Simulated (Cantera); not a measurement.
An isothermal, constant-pressure homogeneous reactor starts with H2 : O2 : N2 = 0.016 : 1 : 1.9 (molar parts), equivalence ratio 0.0080, at 1300 K and 0.0267 bar. Integrator tolerance rtol = 1e-08.

Detailed kinetics in Cantera: the H2/O2 subset of GRI-Mech 3.0, which has no nitrogen chemistry. Radical loss at walls, strong at low pressure, is not modelled.

### Question
What does this change do: pressure from 0.0267 bar to 0.00350 bar?

### Answer
| quantity | before | after |
|---|---|---|
| x(H2) at 6.00 s | 7.83e-8 (gas-phase equilibrium 5.04e-9) | 1.77e-5 (gas-phase equilibrium 1.39e-8) |
| x(O2) at 6.00 s | 0.341 (gas-phase equilibrium 0.341) | 0.339 (gas-phase equilibrium 0.341) |
| x(H2O2) at 6.00 s | 3.57e-10 (gas-phase equilibrium 2.88e-11) | 1.68e-9 (gas-phase equilibrium 1.04e-11) |
| x(H2O) at 6.00 s | 0.00549 (gas-phase equilibrium 0.00550) | 0.00522 (gas-phase equilibrium 0.00550) |
| x(HO2) at 6.00 s | 1.16e-8 (gas-phase equilibrium 5.11e-9) | 6.24e-8 (gas-phase equilibrium 3.07e-9) |
| x(H) at 6.00 s | 2.92e-8 (gas-phase equilibrium 4.84e-10) | 0.000105 (gas-phase equilibrium 2.22e-9) |
| x(O) at 6.00 s | 9.81e-6 (gas-phase equilibrium 6.37e-7) | 0.00233 (gas-phase equilibrium 1.76e-6) |

### Question
What does this change do: pressure from 0.0267 bar to 0.00470 bar?

### Answer
| quantity | before | after |
|---|---|---|
| x(H2) at 6.00 s | 7.83e-8 (gas-phase equilibrium 5.04e-9) | 1.16e-5 (gas-phase equilibrium 1.20e-8) |
| x(O2) at 6.00 s | 0.341 (gas-phase equilibrium 0.341) | 0.340 (gas-phase equilibrium 0.341) |
| x(H2O2) at 6.00 s | 3.57e-10 (gas-phase equilibrium 2.88e-11) | 1.94e-9 (gas-phase equilibrium 1.21e-11) |
| x(H2O) at 6.00 s | 0.00549 (gas-phase equilibrium 0.00550) | 0.00529 (gas-phase equilibrium 0.00550) |
| x(HO2) at 6.00 s | 1.16e-8 (gas-phase equilibrium 5.11e-9) | 6.74e-8 (gas-phase equilibrium 3.31e-9) |
| x(H) at 6.00 s | 2.92e-8 (gas-phase equilibrium 4.84e-10) | 5.47e-5 (gas-phase equilibrium 1.78e-9) |
| x(O) at 6.00 s | 9.81e-6 (gas-phase equilibrium 6.37e-7) | 0.00150 (gas-phase equilibrium 1.52e-6) |
